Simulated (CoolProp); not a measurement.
Vapour-liquid equilibrium of methanol (1) + n-undecane (2) at 403.9 K; x and y are mole fractions of (1).

Values from CoolProp's multi-fluid Helmholtz-energy mixture model, de Reuck 1993 and Aleksandrov 2011; pair parameters Bell 2016.

```tsv
x	bubble pressure, mixture model (kPa)	bubble pressure, Raoult's law (kPa)	y, mixture model	y, Raoult's law
0.05	27.49	57.03	0.489	0.753
0.2	186.4	183.6	0.941	0.935
0.35	480.8	310.2	0.980	0.969
0.5	681.2	436.8	0.987	0.983
0.65	732.6	563.4	0.988	0.991
0.8	747.2	689.9	0.989	0.996
0.95	816.8	816.5	0.995	0.999
```

The largest gap from Raoult's law is +56.0 % in bubble pressure, at x = 0.5. No azeotrope shows between x = 0.05 and 0.95.

The pair parameters rest on a limited set of measurements; away from them the model extrapolates. The gap from Raoult's law changes sign with composition, which may be real or a fault of the pair parameters; it wasn't checked against measurements. With so large a gap from Raoult's law the liquid may split in two, which this calculation doesn't test in full.
